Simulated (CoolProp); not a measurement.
Properties of water along the isobar 10.5 MPa.

Computed with CoolProp (reference Helmholtz-energy equation of state, Wagner 2002).

```json
[
 {"T (K)": "552.5", "phase": "liquid", "isothermal compressibility (1/MPa)": "0.002028", "Prandtl number": "0.838"},
 {"T (K)": "570.4", "phase": "liquid", "isothermal compressibility (1/MPa)": "0.002836", "Prandtl number": "0.873"},
 {"T (K)": "606.1", "phase": "gas", "isothermal compressibility (1/MPa)": "0.1480", "Prandtl number": "1.49"},
 {"T (K)": "624", "phase": "gas", "isothermal compressibility (1/MPa)": "0.1334", "Prandtl number": "1.32"},
 {"T (K)": "641.9", "phase": "gas", "isothermal compressibility (1/MPa)": "0.1249", "Prandtl number": "1.22"},
 {"T (K)": "659.8", "phase": "gas", "isothermal compressibility (1/MPa)": "0.1192", "Prandtl number": "1.16"},
 {"T (K)": "677.6", "phase": "gas", "isothermal compressibility (1/MPa)": "0.1152", "Prandtl number": "1.11"},
 {"T (K)": "695.5", "phase": "gas", "isothermal compressibility (1/MPa)": "0.1121", "Prandtl number": "1.08"},
 {"T (K)": "713.4", "phase": "gas", "isothermal compressibility (1/MPa)": "0.1098", "Prandtl number": "1.05"},
 {"T (K)": "731.3", "phase": "gas", "isothermal compressibility (1/MPa)": "0.1079", "Prandtl number": "1.03"},
 {"T (K)": "749.1", "phase": "gas", "isothermal compressibility (1/MPa)": "0.1063", "Prandtl number": "1.01"},
 {"T (K)": "767", "phase": "gas", "isothermal compressibility (1/MPa)": "0.1050", "Prandtl number": "0.995"},
 {"T (K)": "784.9", "phase": "gas", "isothermal compressibility (1/MPa)": "0.1039", "Prandtl number": "0.982"},
 {"T (K)": "802.8", "phase": "gas", "isothermal compressibility (1/MPa)": "0.1030", "Prandtl number": "0.970"},
 {"T (K)": "820.6", "phase": "gas", "isothermal compressibility (1/MPa)": "0.1022", "Prandtl number": "0.960"}
]
```

Viscosity comes from a separate model (Huber 2009). Thermal conductivity comes from a separate model (Huber 2012).
